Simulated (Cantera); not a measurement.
Input (Python, Cantera):

```python
import numpy as np
import cantera as ct

gas = ct.Solution("gri30.yaml")
gas.TPX = 1750, 2666, {'CH4': 1, 'H2': 19}
reactor = ct.IdealGasConstPressureReactor(gas, energy="off", clone=False)
net = ct.ReactorNet([reactor])
net.rtol, net.atol = 1e-08, 1e-18
show = ['CH4', 'H2', 'CH2', 'C2H2', 'H']
times = np.geomspace(1e-05, 80, 10)

steps = ct.SolutionArray(gas, extra=["t"])
rows = []
print(f"{'t/s':>10s}{'T/K':>9s}{'P/Pa':>11s}" + "".join(f"{s:>11s}" for s in show))
for t in times:
    while net.time < t:
        t_next = net.step()
        steps.append(gas.state, t=t_next)
    rows.append([np.interp(t, steps.t, y) for y in (steps.T, steps.P, *steps(*show).X.T)])
    print(f"{t:10.3e}{rows[-1][0]:9.1f}{rows[-1][1]:11.4g}" + "".join(f"{x:11.3e}" for x in rows[-1][2:]))
rate = np.gradient(steps.T, steps.t)
print("integrator steps:", len(steps.t))
if steps.T.max() > steps.T[0] + 200:
    print(f"time of steepest temperature rise: {steps.t[rate.argmax()]:.4e} s")
gas.TPX = 1750, 2666, {'CH4': 1, 'H2': 19}
gas.equilibrate("TP")
print(f"equilibrium (TP): T = {gas.T:.1f} K  " + "  ".join(f"{s} {gas[s].X[0]:.3e}" for s in show))
```

Result:

```
       t/s      T/K       P/Pa        CH4         H2        CH2       C2H2          H
 1.000e-05   1750.0       2666  5.000e-02  9.500e-01  1.064e-13  3.918e-18  5.728e-07
 5.848e-05   1750.0       2666  5.000e-02  9.500e-01  7.416e-12  1.292e-14  3.299e-06
 3.420e-04   1750.0       2666  4.998e-02  9.500e-01  3.934e-10  2.528e-11  1.919e-05
 2.000e-03   1750.0       2666  4.987e-02  9.499e-01  1.441e-08  4.636e-08  1.119e-04
 1.170e-02   1750.0       2666  4.896e-02  9.496e-01  3.787e-07  9.016e-05  6.077e-04
 6.840e-02   1750.0       2666  3.831e-02  9.546e-01  9.139e-07  4.961e-03  1.103e-03
 4.000e-01   1750.0       2666  1.476e-02  9.670e-01  4.871e-07  1.654e-02  1.249e-03
 2.339e+00   1750.0       2666  2.730e-03  9.734e-01  1.182e-07  2.243e-02  1.386e-03
 1.368e+01   1750.0       2666  5.211e-04  9.745e-01  2.390e-08  2.352e-02  1.415e-03
 8.000e+01   1750.0       2666  3.333e-04  9.746e-01  1.536e-08  2.361e-02  1.416e-03
integrator steps: 953
equilibrium (TP): T = 1750.0 K  CH4 3.333e-04  H2 9.746e-01  CH2 1.536e-08  C2H2 2.361e-02  H 1.416e-03
```

Computed with Cantera and GRI-Mech 3.0 (53 species, 325 reactions). GRI-Mech 3.0 stops at C3 and has no aromatics, soot or wall deposition, so with more carbon than oxygen in the feed, carbon stays in small species such as C2H2 where larger ones or solid carbon would form. Radical loss at walls, strong at low pressure, is not modelled.
